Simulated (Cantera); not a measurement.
An isothermal, constant-pressure homogeneous reactor starts with H₂ : O₂ = 0.072 : 1 (molar parts), at 1375 K and 0.0263 atm. Integrator tolerance rtol = 1e-08.

Detailed kinetics in Cantera: the H2/O2 subset of GRI-Mech 3.0, which has no nitrogen chemistry. Radical loss at walls, strong at low pressure, is not modelled. The temperature is held fixed by assumption; the heat of reaction is taken as removed at once.

Question: What does this change do: pressure from 0.0263 atm to 0.00188 atm?

Answer: 
```json
[
 {"quantity": "x(H₂) at 2.00 s", "before": "4.57e-7 (gas-phase equilibrium 1.36e-7)", "after": "0.000792 (gas-phase equilibrium 5.08e-7)"},
 {"quantity": "x(O₂) at 2.00 s", "before": "0.930 (gas-phase equilibrium 0.930)", "after": "0.903 (gas-phase equilibrium 0.930)"},
 {"quantity": "x(O) at 2.00 s", "before": "1.27e-5 (gas-phase equilibrium 3.78e-6)", "after": "0.0236 (gas-phase equilibrium 1.42e-5)"},
 {"quantity": "x(H₂O) at 2.00 s", "before": "0.0694 (gas-phase equilibrium 0.0695)", "after": "0.0630 (gas-phase equilibrium 0.0694)"},
 {"quantity": "x(OH) at 2.00 s", "before": "0.000131 (gas-phase equilibrium 7.17e-5)", "after": "0.00539 (gas-phase equilibrium 0.000139)"},
 {"quantity": "x(H) at 2.00 s", "before": "4.78e-8 (gas-phase equilibrium 7.79e-9)", "after": "0.00376 (gas-phase equilibrium 5.64e-8)"},
 {"quantity": "x(H₂O₂) at 2.00 s", "before": "2.30e-9 (gas-phase equilibrium 1.03e-9)", "after": "1.05e-8 (gas-phase equilibrium 2.76e-10)"}
]
```
